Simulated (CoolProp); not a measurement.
A single-stage vapour-compression cycle with R152A: evaporating at 210.15 K (dew point), condensing at 276.15 K (bubble point), superheat 0 K, subcooling 0 K, compressor efficiency 0.7, no pressure losses. Each further row changes one setting.

The numbers come from the reference Helmholtz-energy equation of state, Outcalt 1996 in CoolProp. It is a modified Benedict-Webb-Rubin equation, recast in Helmholtz form.

```
case                              cooling COP  pressure ratio  discharge temperature (K)  refrigerating effect (kJ/kg)  volumetric capacity (kJ/m³)
--------------------------------  -----------  --------------  -------------------------  ----------------------------  ---------------------------
as stated                                1.73            23.8                      362.7                           255                          120
evaporating temperature 215.15 K         1.96            17.3                      352.9                           259                          165
condensing temperature 271.15 K          1.91            19.9                      353.7                           264                          124
subcooling 5 K                           1.79            23.8                      362.7                           264                          124
superheat 10 K                           1.71            23.8                      374.9                           264                          119
compressor efficiency 0.6                1.48            23.8                      382.8                           255                          120
```
